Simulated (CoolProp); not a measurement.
Saturation properties of methane.

Values from CoolProp's reference Helmholtz-energy equation of state, Setzmann 1991.

```tsv
T (K)	p (MPa)	liquid density (kg/m³)	vapour Z	vapour viscosity (µPa s)
125.7	…	…	0.9265	4.81
130.4	…	393.4	0.9101	5.00
135.1	0.4931	…	0.8918	5.20
139.8	0.6346	377.2	0.8714	5.40
144.4	0.7996	…	0.8493	5.61
149.1	0.9982	359.7	0.8244	…
153.8	…	350.1	0.7969	6.09
158.5	1.498	339.8	0.7667	6.38
163.1	1.799	328.9	0.7341	6.70
167.8	…	316.7	0.6970	7.09
```

Q: Some entries are withheld; supply them.

A: 
- 125.7, p (MPa): 0.2812
- 125.7, liquid density (kg/m³): 401.0
- 130.4, p (MPa): 0.3762
- 135.1, liquid density (kg/m³): 385.5
- 144.4, liquid density (kg/m³): 368.8
- 149.1, vapour viscosity (µPa s): 5.84
- 153.8, p (MPa): 1.230
- 167.8, p (MPa): 2.149

It boils at 111.7 K under 1 atm.

Viscosity comes from a separate model (Quiñones-Cisneros 2006).
